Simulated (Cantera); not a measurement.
A closed system holds: 1 mol Ta2O5, 1.2 mol C, 0.2 mol H2, held at 0.133 bar.

Equilibrium computed with Cantera from the NASA thermochemical tables; the gas is ideal and each condensed phase is pure. Candidate condensed phases: C, C6H6, C7H8, C8H18, H2O, Ta, TaC, Ta2O5; 113 gas species. Mutual solubility and eutectic melting of coexisting phases are not modelled. TaC: taken at fixed stoichiometry. Condensed phases not in the tables: Ta2C. Equilibrium is a limit: real reactors are often held back by kinetics, nucleation or transport.

x: gas mole fraction; n: condensed amount in mol.

| T (°C) | x H2 | x CO | x CH4 | x CO2 | x H2O | x H | x C2H6 | n C(graphite) | n Ta2O5(s) | n TaC(s) |
|---|---|---|---|---|---|---|---|---|---|---|
| 552 | 0.902 | 7.61e-6 | 0.0981 | 3.48e-10 | 1.15e-5 | 2.06e-11 | 2.96e-7 | 1.18 | 1.000 | 0 |
| 627 | 0.961 | 0.000137 | 0.0385 | 1.39e-8 | 4.26e-5 | 3.14e-10 | 1.03e-7 | 1.19 | 1.000 | 0 |
| 702 | 0.982 | 0.00156 | 0.0162 | 3.13e-7 | 0.000123 | 3.10e-9 | 3.74e-8 | 1.20 | 1.000 | 0.000133 |
| 777 | 0.980 | 0.0125 | 0.00733 | 4.45e-6 | 0.000296 | 2.20e-8 | 1.47e-8 | 1.19 | 0.999 | 0.00103 |
| 852 | 0.921 | 0.0751 | 0.00326 | 4.40e-5 | 0.000593 | 1.17e-7 | 5.44e-9 | 1.18 | 0.997 | 0.00653 |
| 927 | 0.640 | 0.358 | 0.000861 | 0.000324 | 0.000793 | 4.32e-7 | 8.94e-10 | 1.04 | 0.978 | 0.0448 |
| 1002 | 0.189 | 0.810 | 2.96e-5 | 0.000913 | 0.000354 | 8.77e-7 | 5.53e-12 | 0 | 0.828 | 0.343 |
| 1077 | 0.189 | 0.810 | 7.73e-6 | 0.000904 | 0.000414 | 2.84e-6 | <1e-12 | 0 | 0.828 | 0.343 |
| 1152 | 0.189 | 0.810 | 2.33e-6 | 0.000897 | 0.000476 | 8.12e-6 | <1e-12 | 0 | 0.828 | 0.343 |
| 1227 | 0.189 | 0.810 | 7.95e-7 | 0.000891 | 0.000537 | 2.09e-5 | <1e-12 | 0 | 0.828 | 0.343 |
| 1302 | 0.189 | 0.810 | (withheld) | 0.000885 | (withheld) | (withheld) | <1e-12 | 0 | 0.828 | 0.343 |
| 1377 | 0.189 | 0.810 | (withheld) | 0.000881 | (withheld) | (withheld) | <1e-12 | 0 | 0.828 | 0.343 |
| 1452 | 0.188 | 0.810 | 5.63e-8 | 0.000877 | 0.000718 | 0.000221 | <1e-12 | 0 | 0.828 | 0.343 |
| 1527 | 0.188 | 0.810 | 2.71e-8 | 0.000874 | 0.000776 | 0.000425 | <1e-12 | 0 | 0.828 | 0.343 |

Problem. Fill in the missing entries.

Solution. 
- 1377, x CH4: 1.25e-7
- 1377, x H2O: 0.000659
- 1377, x H: 0.000108
- 1302, x CH4: 3.01e-7
- 1302, x H2O: 0.000598
- 1302, x H: 4.94e-5
